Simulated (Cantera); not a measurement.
A perfectly stirred reactor is fed with 23.2 % CH4, 74.2 % H2O, 2.55 % H2, at 100.0 Torr; it is held at 1475 K, and followed from long to short residence time.

Detailed kinetics in Cantera: GRI-Mech 3.0 (53 species, 325 reactions).

Predict: x(CH4) at τ = 11.0 s; x(H2O) at τ = 11.0 s; x(H2) at τ = 11.0 s; x(CH2CO) at τ = 11.0 s; x(CH2O) at τ = 11.0 s; x(CH4) at τ = 0.120 s; x(H2O) at τ = 0.120 s; x(H2) at τ = 0.120 s; x(CH2CO) at τ = 0.120 s; x(CH2O) at τ = 0.120 s.


| Quantity | Result |
|---|---|
| x(CH4) at τ = 11.0 s | 0.0765 |
| x(H2O) at τ = 11.0 s | 0.576 |
| x(H2) at τ = 11.0 s | 0.270 |
| x(CH2CO) at τ = 11.0 s | 2.76e-5 |
| x(CH2O) at τ = 11.0 s | 7.37e-7 |
| x(CH4) at τ = 0.120 s | 0.218 |
| x(H2O) at τ = 0.120 s | 0.735 |
| x(H2) at τ = 0.120 s | 0.0403 |
| x(CH2CO) at τ = 0.120 s | 4.72e-6 |
| x(CH2O) at τ = 0.120 s | 5.29e-6 |
